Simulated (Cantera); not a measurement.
Pyrogenic steam for wet oxidation

An isothermal, constant-pressure homogeneous reactor starts with H2 : O2 : N2 : H2O = 1.2 : 1 : 0.55 : 0.073 (molar parts), equivalence ratio 0.60, at 1050 K and 0.128 atm.

Cantera simulation using the H2/O2 subset of GRI-Mech 3.0, which has no nitrogen chemistry; the numbers are that mechanism's predictions, not measurements. The temperature is held fixed by assumption; the heat of reaction is taken as removed at once.

```
t (s)         x H2   x O2   x H2O       x H      x OH    x H2O2     x HO2
--------  --------  -----  ------  --------  --------  --------  --------
3.00e-6      0.425  0.354  0.0259  1.54e-10  4.77e-12    <1e-12  1.58e-10
1.04e-5      0.425  0.354  0.0259  5.84e-10  3.00e-11    <1e-12  5.58e-10
3.58e-5      0.425  0.354  0.0259   4.00e-9  2.54e-10  2.77e-12   2.15e-9
0.000124     0.425  0.354  0.0259   3.75e-7   2.46e-8  8.81e-11   4.56e-8
0.000428     0.138  0.237   0.283     0.110   0.00769   4.52e-6   7.31e-5
0.00148    0.00367  0.181   0.567  0.000188  0.000553   7.05e-6   5.18e-5
0.00510   0.000650  0.180   0.572   7.47e-6  0.000144   2.90e-6   1.76e-5
0.0176     8.14e-5  0.180   0.573   3.76e-7   5.79e-5   6.49e-7   3.03e-6
0.0609     4.28e-6  0.180   0.573   1.13e-8   2.47e-5   1.47e-7   2.42e-7
0.211      1.45e-7  0.180   0.573  5.30e-10   1.12e-5   3.65e-8   2.77e-8
0.727      2.33e-8  0.180   0.573  6.26e-11   5.62e-6   1.01e-8   7.04e-9
2.51       6.11e-9  0.180   0.573  9.28e-12   2.96e-6   2.95e-9   2.72e-9
8.68       2.07e-9  0.180   0.573  1.82e-12   1.64e-6  9.45e-10   2.16e-9
30.0       1.39e-9  0.180   0.573    <1e-12   1.16e-6  4.82e-10   2.50e-9
```
x: mole fraction; the columns are a selection and need not sum to one.

Equilibrium at this temperature and pressure: H2 1.36e-9, O2 0.180, H2O 0.573, H <1e-12, OH 1.12e-6, H2O2 4.54e-10, HO2 2.55e-9 (gas phase only).
